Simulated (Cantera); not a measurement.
A perfectly stirred reactor is fed with 9.71 % CO, 3.01 % H₂, 3.59 % CH₄, 17.6 % O₂, 66.1 % N₂, equivalence ratio 0.77, at 1000000 Pa; it is adiabatic with a 575 K inlet, and is followed from long to short residence time, starting on the burning branch (τ in s: 0.067, 0.029, 0.013, 0.0057, 0.0025, 0.0011, 0.00048, 0.00021, 9.3e-05, 4.1e-05, 1.8e-05, 7.9e-06).

Cantera simulation using GRI-Mech 3.0 (53 species, 325 reactions); the numbers are that mechanism's predictions, not measurements.

Q: Predict: blow-out, bracketed by the residence times tried; x(CO) at τ = 67.0 ms; x(H₂) at τ = 67.0 ms; x(CH₄) at τ = 67.0 ms; x(H₂O) at τ = 67.0 ms; x(HCO) at τ = 67.0 ms; x(CO) at τ = 0.480 ms; x(H₂) at τ = 0.480 ms; x(CH₄) at τ = 0.480 ms; x(H₂O) at τ = 0.480 ms; x(HCO) at τ = 0.480 ms.

A: 
| Property | Value |
|---|---|
| blow-out, bracketed by the residence times tried | burning at 18.0 µs, out at 7.90 µs |
| x(CO) at τ = 67.0 ms | 0.00243 |
| x(H₂) at τ = 67.0 ms | 0.000333 |
| x(CH₄) at τ = 67.0 ms | 3.15e-7 |
| x(H₂O) at τ = 67.0 ms | 0.107 |
| x(HCO) at τ = 67.0 ms | 1.75e-9 |
| x(CO) at τ = 0.480 ms | 0.00826 |
| x(H₂) at τ = 0.480 ms | 0.000941 |
| x(CH₄) at τ = 0.480 ms | 2.50e-5 |
| x(H₂O) at τ = 0.480 ms | 0.105 |
| x(HCO) at τ = 0.480 ms | 2.19e-7 |
